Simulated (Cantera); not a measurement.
Hydrocarbon pyrolysis for carbon deposition

An isothermal, constant-pressure homogeneous reactor starts with 20.0 % CH4, 80.0 % N2, at 1800 K and 225 Torr.

Model: GRI-Mech 3.0 (53 species, 325 reactions), integrated in Cantera. GRI-Mech 3.0 stops at C3 and has no aromatics, soot or wall deposition, so with more carbon than oxygen in the feed, carbon stays in small species such as C2H2 where larger ones or solid carbon would form.

| t (s) | x CH4 | x CH2 | x CH3 | x C2H2 | x C2H | x HCN |
|---|---|---|---|---|---|---|
| 4.00e-6 | 0.200 | 2.50e-10 | 2.49e-5 | <1e-12 | <1e-12 | <1e-12 |
| 1.19e-5 | 0.200 | 2.01e-9 | 7.70e-5 | 2.28e-11 | <1e-12 | <1e-12 |
| 3.56e-5 | 0.200 | 1.59e-8 | 0.000231 | 2.69e-9 | <1e-12 | <1e-12 |
| 0.000106 | 0.199 | 1.23e-7 | 0.000674 | 2.63e-7 | 3.64e-12 | 9.91e-12 |
| 0.000317 | 0.197 | 7.74e-7 | 0.00179 | 2.51e-5 | 5.90e-10 | 2.22e-10 |
| 0.000948 | 0.176 | 2.73e-6 | 0.00341 | 0.00202 | 3.21e-8 | 1.15e-8 |
| 0.00283 | 0.113 | 2.21e-6 | 0.00240 | 0.0286 | 2.97e-7 | 1.72e-7 |
| 0.00844 | 0.0574 | 1.25e-6 | 0.00123 | 0.0577 | 5.54e-7 | 6.39e-7 |
| 0.0252 | 0.0220 | 6.24e-7 | 0.000516 | 0.0737 | 7.59e-7 | 1.58e-6 |
| 0.0752 | 0.00694 | 2.44e-7 | 0.000177 | 0.0802 | 8.89e-7 | 2.90e-6 |
| 0.224 | 0.00218 | 8.39e-8 | 5.75e-5 | 0.0822 | 9.42e-7 | 4.30e-6 |
| 0.670 | 0.000855 | 3.36e-8 | 2.27e-5 | 0.0828 | 9.55e-7 | 5.83e-6 |
| 2.00 | 0.000623 | 2.46e-8 | 1.66e-5 | 0.0829 | 9.57e-7 | 8.49e-6 |
x: mole fraction; the columns are a selection and need not sum to one.

Equilibrium at this temperature and pressure: CH4 0.000412, CH2 1.63e-8, CH3 1.10e-5, C2H2 0.0367, C2H 4.23e-7, HCN 0.0928 (gas phase only).
